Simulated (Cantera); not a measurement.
# Adiabatic ignition

An adiabatic, constant-pressure homogeneous reactor starts with CH₄ : O₂ : N₂ = 1 : 0.909 : 2.82 (molar parts), at 1623 K and 7500 Torr.

Detailed kinetics in Cantera: GRI-Mech 3.0 (53 species, 325 reactions).

| t (s) | T (K) | x CH₄ | x O₂ | x H | x OH | x HCO | x NO | x C₂H₄ |
|---|---|---|---|---|---|---|---|---|
| 7.00e-6 | 1623 | 0.211 | 0.192 | 2.63e-7 | 5.53e-7 | 6.54e-9 | <1e-12 | 3.42e-6 |
| 1.89e-5 | 1626 | 0.209 | 0.191 | 7.06e-7 | 1.28e-6 | 7.35e-8 | 2.83e-12 | 5.93e-5 |
| 5.13e-5 | 1669 | 0.196 | 0.183 | 5.49e-6 | 7.43e-6 | 1.20e-6 | 4.91e-11 | 0.00105 |
| 0.000139 | 2626 | 3.44e-5 | 3.68e-6 | 0.00609 | 0.000846 | 1.17e-6 | 0.000292 | 5.19e-8 |
| 0.000376 | 2625 | 2.58e-9 | 3.88e-6 | 0.00626 | 0.000867 | 1.17e-6 | 0.000246 | <1e-12 |
| 0.00102 | 2626 | 2.44e-9 | 3.92e-6 | 0.00628 | 0.000871 | 1.17e-6 | 0.000134 | <1e-12 |
| 0.00275 | 2626 | 2.41e-9 | 3.93e-6 | 0.00629 | 0.000873 | 1.17e-6 | 9.86e-5 | <1e-12 |
| 0.00745 | 2626 | 2.41e-9 | 3.93e-6 | 0.00629 | 0.000873 | 1.17e-6 | 9.65e-5 | <1e-12 |
| 0.0202 | 2626 | 2.41e-9 | 3.93e-6 | 0.00629 | 0.000873 | 1.17e-6 | 9.65e-5 | <1e-12 |
| 0.0546 | 2626 | 2.41e-9 | 3.93e-6 | 0.00629 | 0.000873 | 1.17e-6 | 9.65e-5 | <1e-12 |
| 0.148 | 2626 | 2.41e-9 | 3.93e-6 | 0.00629 | 0.000873 | 1.17e-6 | 9.65e-5 | <1e-12 |
| 0.400 | 2626 | 2.41e-9 | 3.93e-6 | 0.00629 | 0.000873 | 1.17e-6 | 9.65e-5 | <1e-12 |
x: mole fraction; the columns are a selection and need not sum to one.

| Property | Result |
|---|---|
| time of steepest temperature rise | 75.0 µs |
| temperature at 0.400 s | 2626 K |
| equilibrium temperature | 2626 K |
| x(CH₄) at 0.400 s | 2.41e-9 (gas-phase equilibrium 2.70e-9) |
| x(O₂) at 0.400 s | 3.93e-6 (gas-phase equilibrium 3.93e-6) |
| x(H) at 0.400 s | 0.00629 (gas-phase equilibrium 0.00629) |
